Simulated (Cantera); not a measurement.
Charge: 1 mol MgO, 3.3 mol N₂, at 2.63 Torr.

Method: chemical equilibrium by Gibbs-energy minimisation in Cantera with the NASA 1993 tables (ideal gas, pure condensed phases). Candidate condensed phases: Mg, MgO; 27 gas species. Ions and electrons are included (thermal ionisation). Kinetics and transport are ignored.

Q: Which condensed phases are stable at each of these points (T (K)): 2000, 2250, 2500, 2750, 3000, 3250, 3500, 3750, 4000, 4250, 4500, 4750, 5000?

A: 
```json
[
 {"T (K)": "2000", "condensed phases": "MgO(s)", "Mg condensed (%)": "99.6"},
 {"T (K)": "2250", "condensed phases": "MgO(s)", "Mg condensed (%)": "90.2"},
 {"T (K)": "2500", "condensed phases": "gas only", "Mg condensed (%)": "0.0"},
 {"T (K)": "2750", "condensed phases": "gas only", "Mg condensed (%)": "0.0"},
 {"T (K)": "3000", "condensed phases": "gas only", "Mg condensed (%)": "0.0"},
 {"T (K)": "3250", "condensed phases": "gas only", "Mg condensed (%)": "0.0"},
 {"T (K)": "3500", "condensed phases": "gas only", "Mg condensed (%)": "0.0"},
 {"T (K)": "3750", "condensed phases": "gas only", "Mg condensed (%)": "0.0"},
 {"T (K)": "4000", "condensed phases": "gas only", "Mg condensed (%)": "0.0"},
 {"T (K)": "4250", "condensed phases": "gas only", "Mg condensed (%)": "0.0"},
 {"T (K)": "4500", "condensed phases": "gas only", "Mg condensed (%)": "0.0"},
 {"T (K)": "4750", "condensed phases": "gas only", "Mg condensed (%)": "0.0"},
 {"T (K)": "5000", "condensed phases": "gas only", "Mg condensed (%)": "0.0"}
]
```

From 2000 K to 2250 K the condensed part is MgO(s). From 2500 K to 5000 K nothing is condensed.
